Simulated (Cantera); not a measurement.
What does this Cantera script print?

```python
import numpy as np
import cantera as ct

gas_names = [...]  # 136 gases of nasa_gas.yaml made of C, H, N, O
cond_names = """
    C(gr) C6H6(L) C7H8(L) C8H18(L),n-octa H2O(s) H2O(L)
""".split()


# ... load() reads the species with a 1 bar reference pressure and builds the phases ...
atoms = {
    'C2H5OH': {'C': 2, 'H': 6, 'O': 1},
    'H2': {'H': 2},
    'N2': {'N': 2},
}
top_T = {'C(gr)': 4500}  # K; cautious upper limits of use, not melting points


# ... equilibrate(T, P, feed) seeds the gas with the atoms and calls Mixture.equilibrate('TP', solver="vcs", rtol=1e-11, max_steps=5000) ...
results = []
feed = {'C2H5OH': 1, 'H2': 0.5, 'N2': 2.9}  # mol
P = 100000  # Pa
for T in [1025, 1225, 1425, 1625, 1825, 2025, 2225, 2425, 2625, 2825]:
    mix = equilibrate(T, P, feed)
    results.append((T, P, feed, dict(zip(mix.species_names, mix.species_moles))))

top = {s: max(r[3][s] / sum(r[3][g] for g in gas_names) for r in results) for s in gas_names}
cols = sorted((s for s in top if top[s] > 0.0001), key=lambda s: -top[s])[:8]
seen = [c for c in cond_names if any(r[3].get(c, 0) > 1e-12 for r in results)]
print("log10 of partial pressures in bar; condensed amounts in mol")
print(f"{'T/K':>10s}" + "".join(f"{s[:9]:>10s}" for s in cols + seen))
for T, P, feed, n in results:
    ng = sum(n[g] for g in gas_names)
    print(f"{T:10.4g}" + "".join(f"{np.log10(max(n[s] / ng * P / 1e5, 1e-99)):10.3f}" for s in cols)
          + "".join(f"{n.get(c, 0):10.4g}" for c in seen))
```

Result:

```
log10 of partial pressures in bar; condensed amounts in mol
       T/K        H2        N2        CO         H       HCN       CH4 C2H2,acet       H2O     C(gr)
      1025    -0.351    -0.393    -0.934    -8.536    -5.487    -1.836    -9.007    -1.861     1.028
      1225    -0.330    -0.405    -0.873    -6.671    -4.377    -2.541    -7.119    -2.909    0.9893
      1425    -0.327    -0.407    -0.870    -5.329    -3.584    -3.077    -5.779    -3.714    0.9934
      1625    -0.326    -0.407    -0.869    -4.315    -2.990    -3.485    -4.775    -4.321    0.9899
      1825    -0.327    -0.409    -0.869    -3.520    -2.527    -3.804    -3.995    -4.794    0.9746
      2025    -0.330    -0.411    -0.869    -2.881    -2.160    -4.061    -3.373    -5.173    0.9388
      2225    -0.336    -0.416    -0.870    -2.357    -1.862    -4.276    -2.869    -5.485    0.8692
      2425    -0.349    -0.425    -0.872    -1.922    -1.621    -4.468    -2.457    -5.752    0.7493
      2625    -0.373    -0.438    -0.875    -1.559    -1.426    -4.653    -2.121    -5.990    0.5622
      2825    -0.413    -0.457    -0.882    -1.256    -1.273    -4.848    -1.854    -6.215    0.2944
```

Equilibrium computed with Cantera from the NASA thermochemical tables; the gas is ideal and each condensed phase is pure.
